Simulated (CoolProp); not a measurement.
The numbers come from the reference Helmholtz-energy equation of state, Thol 2019 in CoolProp.

Problem. For n-hexane, give the phase and the Joule-Thomson coefficient (K/MPa), expansivity (1/kK), viscosity (µPa s), Prandtl number at 541.7 K and 5070 kPa; 541.7 K and 6760 kPa; 541.7 K and 13500 kPa.

Solution. 
- 541.7 K and 5070 kPa: supercritical; Joule-Thomson coefficient 6.32, expansivity 17.8, viscosity 33.7, Prandtl number 2.28
- 541.7 K and 6760 kPa: supercritical; Joule-Thomson coefficient 2.16, expansivity 7.24, viscosity 46.1, Prandtl number 2.30
- 541.7 K and 13500 kPa: supercritical; Joule-Thomson coefficient 0.362, expansivity 2.80, viscosity 67.5, Prandtl number 2.61

Viscosity comes from a separate model (Michailidou 2013). Thermal conductivity comes from a separate model (Assael 2013).
